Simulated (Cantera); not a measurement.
Input: 1 mol Fe(CO)5, 0.49 mol O2, 41 mol N2, held at 35.0 Pa.

Cantera equilibrium calculation (NASA polynomials, part measured and part estimated; ideal gas, pure solids and liquids). Candidate condensed phases: C, Fe, Fe(CO)5, FeO, Fe2O3, Fe3O4; 27 gas species. Mutual solubility and eutectic melting of coexisting phases are not modelled. The tables' stoichiometric FeO is somewhat more stable than real wüstite, so its field is too wide. FeO: taken at fixed stoichiometry. Kinetics and transport are ignored.

log p: log10 of the partial pressure in bar; n: condensed amount in mol.

| T (K) | log p N2 | log p CO | log p CO2 | log p Fe | n Fe(α) | n FeO(s) | n Fe(γ) |
|---|---|---|---|---|---|---|---|
| 1100 | -3.51 | -4.51 | -5.16 | -11.90 | 0.932 | 0.0678 | 0 |
| 1150 | -3.51 | -4.50 | -5.18 | -11.07 | 0.893 | 0.107 | 0 |
| 1200 | -3.51 | -4.50 | -5.19 | (withheld) | 0 | (withheld) | 0.860 |
| 1250 | -3.51 | -4.50 | -5.21 | -9.61 | 0 | 0.169 | 0.831 |
| 1300 | -3.51 | -4.49 | -5.22 | (withheld) | 0 | (withheld) | 0.804 |
| 1350 | -3.51 | -4.49 | -5.24 | -8.37 | 0 | 0.221 | 0.779 |
| 1400 | -3.51 | -4.49 | -5.25 | -7.81 | 0 | 0.243 | 0.755 |
| 1450 | -3.51 | -4.49 | -5.26 | -7.30 | 0 | 0.264 | 0.729 |
| 1500 | -3.51 | -4.49 | -5.28 | -6.82 | 0 | 0.284 | 0.696 |

Q: Fill in the missing entries.

A: 
- 1200, log p Fe: -10.30
- 1200, n FeO(s): 0.140
- 1300, log p Fe: -8.96
- 1300, n FeO(s): 0.196
